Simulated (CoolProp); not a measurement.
Properties of R134a along the isobar 625 kPa (Tc = 101.1 °C, pc = 4059 kPa, ω = 0.327).

Values from CoolProp's reference Helmholtz-energy equation of state, Tillner-Roth 1994.

```
T (°C)  phase  density (kg/m³)  speed of sound (m/s)  expansivity (1/kK)  Prandtl number  fugacity coefficient
------  -----  ---------------  --------------------  ------------------  --------------  --------------------
63.45     gas            24.92                 161.9               4.075           0.780                0.9207
71.35     gas            24.15                 164.7               3.868           0.774                0.9271
79.25     gas            23.44                 167.4               3.688           0.769                0.9328
87.15     gas            22.78                 170.0               3.529           0.766                0.9380
95.05     gas            22.17                 172.4               3.387           0.763                0.9427
102.95    gas            21.59                 174.9               3.259           0.761                0.9470
110.85    gas            21.05                 177.2               3.143           0.760                0.9508
118.75    gas            20.54                 179.5               3.038           0.759                0.9543
126.65    gas            20.07                 181.7               2.941           0.759                0.9576
134.55    gas            19.61                 183.9               2.852           0.759                0.9605
142.35    gas            19.19                 186.0               2.771           0.759                0.9632
150.25    gas            18.78                 188.0               2.694           0.759                0.9657
158.15    gas            18.39                 190.1               2.623           0.760                0.9679
166.05    gas            18.01                 192.1               2.556           0.761                0.9701
173.95    gas            17.66                 194.0               2.493           0.763                0.9720
181.85    gas            17.32                 195.9               2.434           0.764                0.9738
```

Viscosity comes from a separate model (Huber 2003), an estimate that may be off by 10 % or more. Thermal conductivity comes from a separate model (McLinden 2000), an estimate that may be off by 10 % or more.
